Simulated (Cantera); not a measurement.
Metals in furnace atmospheres: Al + H₂O + H₂ + NH₃

Feed: 1 mol Al, 0.03 mol H₂O, 2 mol H₂, 10 mol NH₃, equilibrated at 1552 °C.

Equilibrium computed with Cantera from the NASA thermochemical tables; the gas is ideal and each condensed phase is pure. Candidate condensed phases: Al, AlN, Al₂O₃, H₂O; 35 gas species. Mutual solubility and eutectic melting of coexisting phases are not modelled. The tables' values for AlOH are old estimates; treat these amounts as uncertain. The numbers say what is thermodynamically allowed, not how fast it happens.

```csv
P (Pa),x H₂,x N₂,x Al,x H,n AlN(s),n Al₂O₃(s)
10,0.708,0.213,0.0400,0.0371,0,0
82,0.729,0.216,0.0402,0.0131,0,0
670,0.783,0.210,0.00214,0.00476,0.906,0.00329
5500,0.789,0.209,9.10e-5,0.00167,0.977,0.00967
45000,0.790,0.209,3.89e-6,0.000584,0.980,0.00975
370000,0.790,0.209,1.65e-7,0.000204,0.981,0.00952
3000000,0.790,0.209,7.14e-9,7.15e-5,0.982,0.00904
```
x: gas mole fraction; n: condensed amount in mol.

From 10.0 Pa to 82.0 Pa nothing is condensed. From 6.70 mbar to 30.0 bar the condensed part is AlN(s) + Al₂O₃(s).
